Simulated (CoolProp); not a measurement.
Vapour-liquid equilibrium of ethane (1) + propane (2) at 5.45 °C; x and y are mole fractions of (1).

Model: multi-fluid Helmholtz-energy mixture model, Bücker 2006 and Lemmon 2009; pair parameters Kunz 2012, in CoolProp.

### Question
Give the bubble pressure and the first vapour's composition at x = 0.05, 0.35, 0.8. Is there an azeotrope?

### Answer
x = 0.05: 6.466 bar, y = 0.161; x = 0.35: 11.91 bar, y = 0.640; x = 0.8: 21.70 bar, y = 0.921. No azeotrope shows between x = 0.05 and 0.95.

Pair parameters are fitted to limited data, so mixtures are less certain than the pure fluids.
